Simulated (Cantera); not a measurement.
An adiabatic, constant-volume homogeneous reactor starts with 2.24 % C3H8, 19.3 % O2, 72.5 % N2, 6.04 % H2O, at 1400 K and 7500 Torr.

Detailed kinetics in Cantera: GRI-Mech 3.0 (53 species, 325 reactions). GRI-Mech 3.0 was tuned for natural gas; its chemistry of propane as a main component is partial and can be far from experiment.

One state of this run: T (K) = 2664; P (bar) = 19.6; x C3H8 = <1e-12; x O2 = 0.0700; x H2O = 0.139; x H2O2 = 1.59e-6; x CH3 = <1e-12. x: mole fraction; the columns are a selection and need not sum to one.

Task: Which value of t (s) does it belong to?
A. 6.24e-5
B. 9.00e-6
C. 2.37e-5
D. 0.0548

Result: D, 0.0548
